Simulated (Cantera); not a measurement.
Input (Python, Cantera) and output of one run.

```python
import numpy as np
import cantera as ct

gas_names = [...]  # 113 gases of nasa_gas.yaml made of C, Cu, H, O
cond_names = """
    C(gr) C6H6(L) C7H8(L) C8H18(L),n-octa Cu(cr) Cu(L) CuO(s) CuO2H2(s) Cu2O(s) Cu2O(L) H2O(s) H2O(L)
""".split()


# ... load() reads the species with a 1 bar reference pressure and builds the phases ...
atoms = {
    'Cu2O': {'Cu': 2, 'O': 1},
    'C': {'C': 1},
    'H2': {'H': 2},
}
top_T = {'C(gr)': 4500, 'CuO(s)': 1390}  # K; cautious upper limits of use, not melting points


# ... equilibrate(T, P, feed) seeds the gas with the atoms and calls Mixture.equilibrate('TP', solver="vcs", rtol=1e-11, max_steps=5000) ...
results = []
feed = {'Cu2O': 1, 'C': 0.47, 'H2': 5}  # mol
T = 973.15  # K
P = 101325  # Pa
mix = equilibrate(T, P, feed)
results.append((T, P, feed, dict(zip(mix.species_names, mix.species_moles))))
x = sorted(zip(gas.X, gas.species_names), reverse=True)
print(f"T = {T:g} K  P = {P:g} Pa  gas = {mix.phase_moles(0):.4g} mol")
print("   x: " + "  ".join(f"{s} {v:.3e}" for v, s in x if v > 0.0001))
print("   condensed (mol): " + ("  ".join(f"{mix.phase(i).name} {mix.phase_moles(i):.4g}"
      for i in range(1, mix.n_phases) if mix.phase_moles(i) > 1e-12) or "none"))
```

Output:

```
T = 973.15 K  P = 101325 Pa  gas = 5.246 mol
   x: H2 8.005e-01  H2O 1.100e-01  CO 5.590e-02  CH4 2.131e-02  CO2 1.238e-02
   condensed (mol): Cu(cr) 2
```

Cantera equilibrium calculation (NASA polynomials, part measured and part estimated; ideal gas, pure solids and liquids).
